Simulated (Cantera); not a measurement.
Charge: 1 mol HBr, 0.7 mol O2, 0.12 mol H2, at 1975 K and 75.0 Torr.

Equilibrium computed with Cantera from the NASA thermochemical tables; the gas is ideal and each condensed phase is pure. Candidate condensed phases: Br2, H2O; 12 gas species. Kinetics and transport are ignored.

Base state: Br 0.420, H2O 0.272, O2 0.217, HBr 0.0797, OH 0.00535, Br2 0.00415, O 0.000811, H2 0.000441 (mole fractions); condensed: gas only.

What changes in the equilibrium state with this change: HBr replaced by CO2?


| species | before | after |
|---|---|---|
| CO2 | 0 | 0.563 |
| O2 | 0.217 | 0.363 |
| H2O | 0.272 | 0.0664 |
| Br | 0.420 | 0 |
| HBr | 0.0797 | 0 |
| Br2 | 0.00415 | 0 |
| CO | 0 | 0.00316 |
| H2 | 0.000441 | 8.30e-5 |
| H | 9.08e-5 | 3.94e-5 |
| OH | 0.00535 | 0.00300 |
Further candidate phases: C, C6H6, C7H8, C8H18.

What changes in the equilibrium state with this change: temperature from 1975 K to 2600 K?


```
species    before     after
-------  --------  --------
Br          0.420     0.430
H2O         0.272     0.225
O2          0.217     0.183
OH        0.00535    0.0503
H         9.08e-5    0.0152
O        0.000811    0.0315
H2       0.000441    0.0157
HBr        0.0797    0.0491
Br2       0.00415  0.000221
HO2       2.44e-6   1.40e-5
```
